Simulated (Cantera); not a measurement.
**Pyrogenic steam for wet oxidation**

An isothermal, constant-pressure homogeneous reactor starts with H₂ : O₂ : N₂ = 1.3 : 1 : 2.9 (molar parts), at 1050 K and 75.0 Torr.

Computed with Cantera and the H2/O2 subset of GRI-Mech 3.0, which has no nitrogen chemistry. The temperature is held fixed by assumption; the heat of reaction is taken as removed at once.

```tsv
t (s)	x H₂	x O₂	x H	x OH	x O
0.000200	0.250	0.192	3.55e-8	2.16e-9	5.47e-9
0.000511	0.250	0.192	3.19e-5	1.95e-6	4.92e-6
0.00130	0.0239	0.0923	0.0525	0.00344	0.00888
0.00333	0.00308	0.0779	0.00144	0.000887	0.000786
0.00850	0.000416	0.0770	3.85e-5	0.000223	7.36e-5
0.0217	6.36e-5	0.0769	2.23e-6	8.59e-5	1.05e-5
0.0554	9.01e-6	0.0769	1.64e-7	3.84e-5	1.90e-6
0.141	1.33e-6	0.0769	1.59e-8	1.87e-5	4.37e-7
0.361	2.68e-7	0.0769	2.26e-9	1.01e-5	1.26e-7
0.922	7.64e-8	0.0769	4.21e-10	5.80e-6	4.20e-8
2.35	2.57e-8	0.0769	9.03e-11	3.48e-6	1.51e-8
6.01	9.38e-9	0.0769	2.09e-11	2.13e-6	5.72e-9
15.3	3.69e-9	0.0769	5.27e-12	1.34e-6	2.25e-9
39.2	1.74e-9	0.0769	1.67e-12	8.89e-7	9.96e-10
100	1.23e-9	0.0769	<1e-12	7.07e-7	6.30e-10
```
x: mole fraction; the columns are a selection and need not sum to one.

Equilibrium at this temperature and pressure: H₂ 1.19e-9, O₂ 0.0769, H <1e-12, OH 6.84e-7, O 5.90e-10 (gas phase only).
